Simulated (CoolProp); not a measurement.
Properties of toluene at several states (Tc = 591.7 K, pc = 4.126 MPa, ω = 0.266).

Computed with CoolProp (reference Helmholtz-energy equation of state, Lemmon 2006). It is a short technical equation, of lower accuracy than the large ones.

```csv
T (K),p (MPa),phase,isothermal compressibility (1/MPa),fugacity coefficient
328.4,9.11,liquid,0.001037,0.002398
392.3,0.109,gas,9.576,0.9613
371,3.08,liquid,0.001546,0.02452
550.3,0.0283,gas,35.45,0.9968
381.2,0.0119,gas,84.43,0.9953
367.5,0.0389,gas,26.18,0.9826
```
